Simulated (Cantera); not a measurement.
## Thermodynamics of carbothermic reduction, feed Cu₂O + CH₄ + N₂

A closed system holds: 1 mol Cu₂O, 1.6 mol CH₄, 1.3 mol N₂, at 13.3 mbar.

These are equilibrium values from Cantera (NASA tables, ideal gas, pure condensed phases), not measurements of a reactor. Candidate condensed phases: C, C₆H₆, C₇H₈, C₈H₁₈, Cu, CuO, Cu(OH)₂, Cu₂O, H₂O; 139 gas species. Equilibrium is a limit: real reactors are often held back by kinetics, nucleation or transport.

```
T (K)   x H₂   x N₂   x CO      x Cu  n C(graphite)  n Cu(s)  n Cu(l)
-----  -----  -----  -----  --------  -------------  -------  -------
1098   0.582  0.236  0.182   4.18e-8          0.600     2.00        0
1148   0.582  0.236  0.182   2.04e-7          0.600     2.00        0
1198   0.582  0.236  0.182   8.71e-7          0.600     2.00        0
1248   0.582  0.236  0.182   3.30e-6          0.600     2.00        0
1298   0.582  0.236  0.182   1.13e-5          0.599     2.00        0
1348   0.582  0.236  0.182   3.51e-5          0.599     2.00        0
1398   0.582  0.236  0.182   9.73e-5          0.599        0     2.00
1448   0.581  0.236  0.182  0.000249          0.598        0     2.00
1498   0.581  0.236  0.182  0.000596          0.598        0     2.00
1548   0.581  0.236  0.182   0.00135          0.597        0     1.99
1598   0.579  0.235  0.181   0.00290          0.596        0     1.98
```
x: gas mole fraction; n: condensed amount in mol.

From 1098 K to 1348 K the condensed part is C(graphite) + Cu(s). From 1398 K to 1598 K the condensed part is C(graphite) + Cu(l). The main Cu-bearing gas is Cu throughout.
